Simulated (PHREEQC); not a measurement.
Make-up at 55 °C: 45 mmol/kgw Sr(NO3)2 and 130 mmol/kgw Cu(NO3)2. Closed to the air; pH follows from the charge balance.

The numbers come from PHREEQC with the ion-association model, phreeqc.dat.

Q: The ionic strength comes out as 0.525 mol/kgw. What activity coefficients do Cu2(OH)2+2, NO3-, Cu+2, H+, CuOH+ get?

A: Cu2(OH)2+2 0.27, NO3- 0.59, Cu+2 0.23, H+ 0.75, CuOH+ 0.63.

This is a speciation only: nothing precipitates in the calculation. Species that the database lacks are ignored. At this temperature some constants are extrapolated from 25 °C, and those without enthalpy data are left unchanged.
